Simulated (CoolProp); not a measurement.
Values from CoolProp's reference Helmholtz-energy equation of state, Tillner-Roth 1997.

Problem. For CH2F2 (R32), give the phase and the Joule-Thomson coefficient (K/MPa), viscosity (µPa s), Prandtl number at 112.15 °C and 294 kPa.

Solution. 
- 112.15 °C and 294 kPa: gas; Joule-Thomson coefficient 11.1, viscosity 17.2, Prandtl number 0.783

Viscosity comes from a separate model (Bell 2016), an estimate that may be off by 10 % or more. Thermal conductivity comes from a separate model (Huber 2003), an estimate that may be off by 10 % or more.
